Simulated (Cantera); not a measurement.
Mixture: CH₄ : O₂ : N₂ : H₂O = 1 : 4.44 : 16.7 : 6.6 (molar parts), at 1.50 bar, adiabatic and at constant pressure. Ignition delay is the time to a rise of 400 K.

Model: GRI-Mech 3.0 (53 species, 325 reactions), integrated in Cantera.

Predict: delay at 1050 K; delay at 1100 K; delay at 1150 K; delay at 1200 K; delay at 1250 K; delay at 1300 K; delay at 1350 K; apparent activation energy between 1250 and 1350 K.


```
Property                                                 Value
--------------------------------------------------  ----------
delay at 1050 K                                        0.249 s
delay at 1100 K                                        0.118 s
delay at 1150 K                                        58.7 ms
delay at 1200 K                                        30.4 ms
delay at 1250 K                                        16.2 ms
delay at 1300 K                                        8.85 ms
delay at 1350 K                                        4.92 ms
apparent activation energy between 1250 and 1350 K  170 kJ/mol
```
